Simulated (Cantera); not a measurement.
Charge: 1 mol HMDSO, 1 mol H2O, 28 mol H2, at 500 K and 100 Torr.

Cantera equilibrium calculation (NASA polynomials, part measured and part estimated; ideal gas, pure solids and liquids). Candidate condensed phases: C, C6H6, C7H8, C8H18, H2O, Si, SiC, SiO2; 123 gas species. The feed counts by its element totals alone. The numbers say what is thermodynamically allowed, not how fast it happens.

Base state: H2 0.848, CH4 0.152 (mole fractions); condensed: SiC(s) + SiO2(α-quartz).

Question: What changes in the equilibrium state with this change: temperature from 500 K to 1673 K?

Answer: 
| species | before | after |
|---|---|---|
| H2 | 0.848 | 0.949 |
| CO | <1e-9 | 0.0498 |
| H | <1e-9 | 0.000304 |
| CH4 | 0.152 | 0.000146 |
| SiO | <1e-9 | 0.000187 |
| C2H2 (acetylene) | <1e-9 | 5.41e-5 |
| SiC(s), mol | 1.00 | 1.99 |
| SiO2(α-quartz), mol | 1.00 | 0 |
| C(graphite), mol | 0 | 2.00 |

Question: What changes in the equilibrium state with this change: temperature from 500 K to 1473 K?

Answer: 
```json
[
 {"species": "H2", "before": "0.848", "after": "0.950"},
 {"species": "CO", "before": "<1e-9", "after": "0.0499"},
 {"species": "CH4", "before": "0.152", "after": "0.000353"},
 {"species": "SiO", "before": "<1e-9", "after": "8.72e-5"},
 {"species": "H", "before": "<1e-9", "after": "3.38e-5"},
 {"species": "H2O", "before": "<1e-9", "after": "1.32e-5"},
 {"species": "SiC(s), mol", "before": "1.00", "after": "2.00"},
 {"species": "SiO2(α-quartz), mol", "before": "1.00", "after": "0"},
 {"species": "C(graphite), mol", "before": "0", "after": "1.99"}
]
```

Question: What changes in the equilibrium state with this change: temperature from 500 K to 1448 K?

Answer: 
```csv
species,before,after
H2,0.848,0.950
CO,<1e-9,0.0499
CH4,0.152,0.000401
SiO,<1e-9,7.81e-5
H,<1e-9,2.46e-5
H2O,<1e-9,1.60e-5
"SiC(s), mol",1.00,2.00
"SiO2(α-quartz), mol",1.00,0
"C(graphite), mol",0,1.99
```
